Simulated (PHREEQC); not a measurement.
Acid mine or pickling water: speciation

Synthetic water in mg/L, 25 °C, pH 2.65, pe 12.9:

```tsv
constituent	mg/L
Na	150
K	0.597
Ca	167
Mg	136
Cl	27.4
S(6) as SO4	1390
Si as SiO2	0.161
Zn	0.618
Cu(2)	0.605
P as PO4	1.02
Br	44.4
```

Valence states are taken as typed.

Equilibrium calculation in PHREEQC: ion-association model, wateq4f.dat.

Precipitation was switched off in this run.

Problem. Predict the ionic strength, charge-balance error.

Solution. ionic strength 0.0379 mol/kgw; charge-balance error -0.7 %.

Problem. In which forms is S present?

Solution. SO4-2 67 %, MgSO4 14 %, CaSO4 9.3 %, HSO4- 8.6 %, NaSO4- 1.1 % of the S.

Species that the database lacks are ignored. H3PO4, which wateq4f.dat lacks, is added to it with the constant of phreeqc.dat. The database has no phosphate complexes of Cu, Zn.
